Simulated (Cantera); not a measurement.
Input (Python, Cantera):

```python
import numpy as np
import cantera as ct

surf = ct.Interface("diamond.yaml", "diamond_100")
gas, bulk = surf.adjacent["gas"], surf.adjacent["diamond"]
k = surf.kinetics_species_index(bulk.species_names[0])
cover = ["c6HH", "c6H*", "c6*H", "c6**", "c6HM", "c6B"]

rows, drift = [], 0.0
print(f"{'xH':>10s}{'um/h':>11s}" + "".join(f"{s:>11s}" for s in cover))
for v in [0.0001, 0.00025, 0.00063, 0.0016, 0.004, 0.0099, 0.025, 0.062, 0.16]:
    T, P, xH, xCH3 = 1423, 27000, v, 6.6e-05
    gas.TPX = T, P, {"H": xH, "CH3": xCH3, "CH4": 0.016, "H2": 1 - xH - xCH3 - 0.016}
    surf.TP = bulk.TP = T, P
    surf.coverages = "c6H*:0.1, c6HH:0.9"
    surf.advance_coverages(100.0)
    before = surf.coverages
    surf.advance_coverages(100.0)
    drift = max(drift, np.max(np.abs(surf.coverages - before) / (surf.coverages + 1e-9)))
    rate = surf.net_production_rates[k] * bulk.mean_molecular_weight / bulk.density * 3.6e9
    rows.append([rate, *surf[cover].coverages])
    print(f"{v:10.4g}{rate:11.4e}" + "".join(f"{x:11.3e}" for x in rows[-1][1:]))
```

Result:

```
        xH       um/h       c6HH       c6H*       c6*H       c6**       c6HM        c6B
    0.0001 4.2590e-02  7.235e-01  2.772e-02  2.456e-01  2.950e-03  2.590e-05  1.156e-10
   0.00025 2.8037e-01  5.714e-01  4.243e-02  3.759e-01  9.914e-03  4.133e-05  7.608e-10
   0.00063 1.1251e+00  4.478e-01  5.352e-02  4.739e-01  2.416e-02  5.795e-05  3.053e-09
    0.0016 2.7623e+00  3.743e-01  5.915e-02  5.233e-01  4.263e-02  7.413e-05  7.496e-09
     0.004 4.7701e+00  3.389e-01  6.136e-02  5.417e-01  5.762e-02  8.499e-05  1.294e-08
    0.0099 7.2033e+00  3.233e-01  6.237e-02  5.476e-01  6.645e-02  8.704e-05  1.955e-08
     0.025 1.1016e+01  3.165e-01  6.340e-02  5.489e-01  7.102e-02  7.876e-05  2.989e-08
     0.062 1.6726e+01  3.135e-01  6.534e-02  5.474e-01  7.355e-02  6.089e-05  4.539e-08
      0.16 2.3838e+01  3.118e-01  7.005e-02  5.419e-01  7.617e-02  3.796e-05  6.469e-08
```

Detailed kinetics in Cantera: the Harris–Goodwin 1993 mechanism for the reconstructed diamond (100) surface.
